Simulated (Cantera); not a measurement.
An isothermal, constant-pressure homogeneous reactor starts with H₂ : O₂ = 0.019 : 1 (molar parts), equivalence ratio 0.0095, at 1323 K and 0.00330 bar. Integrator tolerance rtol = 1e-08.

Computed with Cantera and the H2/O2 subset of GRI-Mech 3.0, which has no nitrogen chemistry. Radical loss at walls, strong at low pressure, is not modelled.

Question: What does this change do: temperature 1323 to 1175 K?

Answer: 
| quantity | before | after |
|---|---|---|
| x(H₂) at 5.00 s | 3.63e-5 (gas-phase equilibrium 4.31e-8) | 1.65e-5 (gas-phase equilibrium 2.49e-9) |
| x(O₂) at 5.00 s | 0.977 (gas-phase equilibrium 0.981) | 0.979 (gas-phase equilibrium 0.981) |
| x(OH) at 5.00 s | 0.00105 (gas-phase equilibrium 3.64e-5) | 0.000456 (gas-phase equilibrium 5.65e-6) |
| x(H₂O) at 5.00 s | 0.0181 (gas-phase equilibrium 0.0188) | 0.0185 (gas-phase equilibrium 0.0188) |
| x(O) at 5.00 s | 0.00400 (gas-phase equilibrium 4.62e-6) | 0.00168 (gas-phase equilibrium 2.53e-7) |

Question: What does this change do: H2 0.019 to 0.0023 parts?

Answer: 
```
quantity                                           before                                     after
----------------  ---------------------------------------  ----------------------------------------
x(H₂) at 5.00 s   3.63e-5 (gas-phase equilibrium 4.31e-8)   1.83e-6 (gas-phase equilibrium 5.21e-9)
x(O₂) at 5.00 s       0.977 (gas-phase equilibrium 0.981)       0.996 (gas-phase equilibrium 0.998)
x(OH) at 5.00 s   0.00105 (gas-phase equilibrium 3.64e-5)  0.000239 (gas-phase equilibrium 1.28e-5)
x(H₂O) at 5.00 s    0.0181 (gas-phase equilibrium 0.0188)   0.00217 (gas-phase equilibrium 0.00229)
x(O) at 5.00 s    0.00400 (gas-phase equilibrium 4.62e-6)   0.00172 (gas-phase equilibrium 4.66e-6)
```
